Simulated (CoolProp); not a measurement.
Properties of R115 at several states (Tc = 80.0 °C, pc = 3129 kPa, ω = 0.248).

Computed with CoolProp (reference Helmholtz-energy equation of state, Lemmon 2016).

```
T (°C)  p (kPa)   phase        Z  Joule-Thomson coefficient (K/MPa)  expansivity (1/kK)  fugacity coefficient
------  -------  ------  -------  ---------------------------------  ------------------  --------------------
-54.05     5600  liquid      [?]                            -0.3922               1.962                   [?]
-36.25     3250  liquid      [?]                            -0.3346               2.184               0.03984
-6.65      1370  liquid  0.06669                            -0.1854                 [?]                   [?]
-54.85     14.9     gas   0.9927                                [?]               4.693                0.9928
```

Q: Complete the blanks.

A: 
- -54.05, Z: 0.2941
- -54.05, fugacity coefficient: 0.01157
- -36.25, Z: 0.1646
- -6.65, expansivity (1/kK): 2.758
- -6.65, fugacity coefficient: 0.2473
- -54.85, Joule-Thomson coefficient (K/MPa): 31.79
